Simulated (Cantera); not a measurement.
A closed system holds: 1 mol Al(CH3)3, 4.8 mol N2, 390 mol H2, at 1848 K.

These are equilibrium values from Cantera (NASA tables, ideal gas, pure condensed phases), not measurements of a reactor. Candidate condensed phases: Al, AlN, C, C6H6, C7H8, C8H18; 97 gas species. The feed counts by its element totals alone. Kinetics and transport are ignored.

Task: At 0.0720 bar, list the 4 most abundant gas species with their mole fractions, and the condensed phases.

Result: H2 0.986, N2 0.0106, H 0.00196, HCN 0.000788. Condensed: AlN(s) + C(graphite).
